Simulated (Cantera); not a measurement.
Charge: 1 mol CH₃SiCl₃, 0.044 mol C₃H₈, 500 mol H₂, held at 0.100 bar.

Method: chemical equilibrium by Gibbs-energy minimisation in Cantera with the NASA 1993 tables (ideal gas, pure condensed phases). Candidate condensed phases: C, C₆H₆, C₇H₈, C₈H₁₈, Si, SiC; 109 gas species. The feed counts by its element totals alone. Gases not in the tables: Si₂H₆ and higher silanes. Kinetics and transport are ignored.

**Question.** Which condensed phases are stable at each of these points (T (K)): 1675, 1750, 1825, 1900, 1975, 2050, 2125, 2200, 2275, 2350?

**Answer.** 
```csv
T (K),condensed phases,Si condensed (%)
1675,C(graphite) + SiC(s),99.9
1750,SiC(s),99.8
1825,SiC(s),99.6
1900,SiC(s),98.9
1975,SiC(s),96.8
2050,SiC(s),90.8
2125,SiC(s),76.2
2200,SiC(s),43.7
2275,gas only,0.0
2350,gas only,0.0
```

At 1675 K the condensed part is C(graphite) + SiC(s). From 1750 K to 2200 K the condensed part is SiC(s). From 2275 K to 2350 K nothing is condensed.
